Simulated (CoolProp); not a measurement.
Vapour-liquid equilibrium of R134a (1) + R227EA (2) at 57.45 °C; x and y are mole fractions of (1).

Values from CoolProp's multi-fluid Helmholtz-energy mixture model, Tillner-Roth 1994 and Lemmon 2016; pair parameters Bell 2016.

### Question
Give the bubble pressure and the first vapour's composition at x = 0.05, 0.65, 0.8. Is there an azeotrope?

### Answer
x = 0.05: 1.134 MPa, y = 0.067; x = 0.65: 1.444 MPa, y = 0.698; x = 0.8: 1.508 MPa, y = 0.829. No azeotrope shows between x = 0.05 and 0.95.

The pair parameters rest on a limited set of measurements; away from them the model extrapolates.
